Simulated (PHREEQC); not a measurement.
Make-up at 80 °C: 0.15 mol/kgw MnSO4 and 0.029 mol/kgw ZnCl2. Closed to the air; pH follows from the charge balance.

All values are PHREEQC results (ion-association model, phreeqc.dat), not measurements.

Precipitation was switched off in this run.

**Question.** Order these Cl species by the share of Cl that they hold, largest first: ZnCl+, ZnCl2, MnCl+, MnCl2, Cl-.

**Answer.** Cl- (89 %), MnCl+ (5.9 %), ZnCl+ (5.2 %), ZnCl2 (0.27 %), MnCl2 (0.11 %)

The pH is 5.32 and the ionic strength 0.301 mol/kgw. Away from 25 °C the constants follow the database's enthalpies or fits; those with neither stay at their 25 °C values.
